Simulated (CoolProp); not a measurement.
Ammonia at 711.13 K and 41.8 MPa flows at 22 m/s in a round tube of 6 mm bore and 0.25 µm roughness, fully developed (64/Re and Nu = 3.66 if laminar; Colebrook and Gnielinski if turbulent). Each further row changes one setting.

The numbers come from the reference Helmholtz-energy equation of state, Gao 2020 in CoolProp.

```csv
case,Reynolds number,Darcy friction factor,pressure drop (Pa/m),heat-transfer coefficient (W/(m² K)),mass flow (kg/h)
as stated,569000,___,71800,18400,296
velocity 44 m/s,1140000,___,262000,33600,___
diameter 12 mm,1140000,0.0119,___,16200,___
```

**Question.** Fill in the missing entries.

**Answer.** 
- as stated, Darcy friction factor: 0.0135
- velocity 44 m/s, Darcy friction factor: 0.0123
- velocity 44 m/s, mass flow (kg/h): 592
- diameter 12 mm, pressure drop (Pa/m): 31700
- diameter 12 mm, mass flow (kg/h): 1180

Viscosity comes from a separate model (Fenghour 1995). Thermal conductivity comes from a separate model (Tufeu 1984).
